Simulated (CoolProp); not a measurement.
A single-stage vapour-compression cycle with n-perfluorobutane: evaporating at 263.15 K (dew point), condensing at 316.15 K (bubble point), superheat 2 K, subcooling 0 K, compressor efficiency 0.85, no pressure losses. Each further row changes one setting.

Model: reference Helmholtz-energy equation of state, Gao 2022, in CoolProp.

```
case                              cooling COP  pressure ratio  discharge temperature (K)  refrigerating effect (kJ/kg)  volumetric capacity (kJ/m³)
--------------------------------  -----------  --------------  -------------------------  ----------------------------  ---------------------------
as stated                                2.34            6.31                      316.1                          41.7                          340
evaporating temperature 268.15 K         2.84            5.11                      316.1                          45.6                   (withheld)
condensing temperature 311.15 K          2.85      (withheld)                      311.1                          47.6                          387
subcooling 5 K                     (withheld)            6.31                      316.1                          47.6                          387
superheat 12 K                     (withheld)            6.31                      316.1                          50.0                          391
compressor efficiency 0.75               2.06            6.31                      316.1                          41.7                          340
```

**Question.** Complete the blanks.

**Answer.** 
- evaporating temperature 268.15 K, volumetric capacity (kJ/m³): 453
- condensing temperature 311.15 K, pressure ratio: 5.47
- subcooling 5 K, cooling COP: 2.67
- superheat 12 K, cooling COP: 2.56

The compression ends wet for: as stated; evaporating temperature 268.15 K; condensing temperature 311.15 K; subcooling 5 K; superheat 12 K; compressor efficiency 0.75.
